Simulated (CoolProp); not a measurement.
Vapour pressure (bar) of nitrous oxide: the reference equation beside estimates from Tc = 36.4 °C, pc = 72.45 bar, ω = 0.161. Clausius-Clapeyron is anchored at -34.05 °C with a constant enthalpy of vaporisation of 13.27 kJ/mol.

Model: reference Helmholtz-energy equation of state, Lemmon 2006, in CoolProp. It is a short technical equation, of lower accuracy than the large ones.

| T (°C) | reference | Lee-Kesler | Clausius-Clapeyron | van der Waals | Redlich-Kwong | Soave-Redlich-Kwong | Peng-Robinson |
|---|---|---|---|---|---|---|---|
| -34.05 | 11.53 | 11.55 | 11.53 | 23.58 | 13.82 | 11.59 | 11.48 |
| -28.55 | 13.80 | 13.83 | 13.39 | 26.24 | 16.32 | 13.90 | 13.75 |
| -23.05 | 16.39 | 16.42 | 15.46 | 29.08 | 19.12 | 16.53 | 16.34 |
| -17.65 | 19.26 | 19.28 | 17.69 | 32.06 | 22.17 | 19.44 | 19.22 |
| -12.15 | 22.55 | 22.55 | 20.18 | 35.27 | 25.61 | 22.78 | 22.52 |
| -6.65 | 26.22 | 26.21 | 22.89 | 38.69 | 29.39 | 26.51 | 26.21 |
| -1.25 | 30.23 | 30.22 | 25.78 | 42.23 | 33.45 | 30.59 | 30.26 |
| 4.25 | 34.76 | 34.74 | 28.97 | 46.04 | 37.96 | 35.19 | 34.84 |

Absolute difference from the reference over all 8 rows, mean and median: Lee-Kesler 0.1 and 0.1 %, Clausius-Clapeyron 8.9 and 9.3 %, van der Waals 64.3 and 61.4 %, Redlich-Kwong 14.4 and 14.3 %, Soave-Redlich-Kwong 0.9 and 1.0 %, Peng-Robinson 0.2 and 0.2 %.
